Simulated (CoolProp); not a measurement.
A Linde-Hampson liquefier for ethane: isothermal reversible compression at 320 K from 1 atm to 25 MPa, throttling to 1 atm, return gas leaving the recuperator 2 K below the feed. Each further row changes one setting.

The numbers come from the reference Helmholtz-energy equation of state, Bücker 2006 in CoolProp.

| case | liquid yield per pass | compression work (kJ/kg of gas) |
|---|---|---|
| as stated | ___ | 378 |
| high pressure 50 MPa | ___ | 436 |
| warm-end temperature 350 K | ___ | ___ |
| warm-end gap 7 K | 0.458 | 378 |

Task: What belongs in the gaps?

Result: 
- as stated, liquid yield per pass: 0.465
- high pressure 50 MPa, liquid yield per pass: 0.448
- warm-end temperature 350 K, liquid yield per pass: 0.386
- warm-end temperature 350 K, compression work (kJ/kg of gas): 443
